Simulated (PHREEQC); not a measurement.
Consider water at 10 °C with 0.11 mol NaHS and 0.00034 mol MnCl2 per kg of water. Closed to the air; pH follows from the charge balance.

All values are PHREEQC results (ion-association model, wateq4f.dat), not measurements.

| quantity | before | after |
|---|---|---|
| pH | 9.96 | 7.15 |
| ionic strength (mol/kgw) | 0.111 | 0.00102 |

Which change was made?
(A) MnCl2 left out
(B) NaHS left out
(C) MnCl2 from 0.00034 to 0.0017 mol/kgw
(D) diluted 100-fold with water
(E) MnCl2 from 0.00034 to 0.00017 mol/kgw

B, NaHS left out

Precipitation was switched off in this run. Some of these states are supersaturated (in MnS(Green), for instance). Constants without temperature data keep their 25 °C values here.
